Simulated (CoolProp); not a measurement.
Vapour-liquid equilibrium of diethyl ether (1) + ethanol (2) at 57.2 kPa; x and y are mole fractions of (1).

Computed with CoolProp (multi-fluid Helmholtz-energy mixture model, Thol 2014 and Schroeder 2014; pair parameters Bell 2016).

```tsv
x	bubble temperature (°C)	y at the bubble point	dew temperature at overall composition x (°C)	liquid density (mol/L)
0.05	55.3	0.367	63.5	15.89
0.125	45.0	0.638	61.8	15.28
0.2	38.2	0.760	60.0	14.66
0.275	33.7	0.822	58.0	14.05
0.35	30.7	0.858	55.8	13.47
0.425	28.6	0.881	53.4	12.90
0.5	27.0	0.898	50.8	12.37
0.575	25.7	0.911	47.8	11.88
0.65	24.6	0.923	44.4	11.41
0.725	23.5	0.935	40.4	10.98
0.8	22.5	0.949	35.4	10.57
0.875	21.3	0.965	29.1	10.20
0.95	20.1	0.984	22.4	9.854
```

No azeotrope shows between x = 0.05 and 0.95.

The pair parameters rest on a limited set of measurements; away from them the model extrapolates.
